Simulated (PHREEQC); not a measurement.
Solution A (0.014 mol TMAH, 0.00041 mol K2SiO3 and 0.022 mol Na2CO3 per kg of water) is mixed with solution B (0.0016 mol KOH and 0.00075 mol Na2SiO3 per kg of water) at 80 °C; shares are by mass of water, 1 kg in all. Oxygen is held at 0.21 atm. CO2 from the air is kept out. The run lets Chalcedony, Nahcolite, Natron precipitate or redissolve, and no other solid.

Equilibrium calculation in PHREEQC: ion-association model, wateq4f.dat.

Task: Predict pH, NaCO3- (mol/kgw), CO3-2 (mol/kgw) at share of solution B = 0.3, 0.4, 1.

Result: 
| share of solution B | pH | NaCO3- (mol/kgw) | CO3-2 (mol/kgw) |
|---|---|---|---|
| 0.3 | 10.59 | 0.00957 | 0.00487 |
| 0.4 | 10.55 | 0.00786 | 0.00438 |
| 1 | 9.97 | 0 | 0 |

Complexes and solids missing from the database can't appear. (CH3)4N+ isn't in the database: it is added as a free cation with an ion size of 4 Å. Constants without temperature data keep their 25 °C values here.
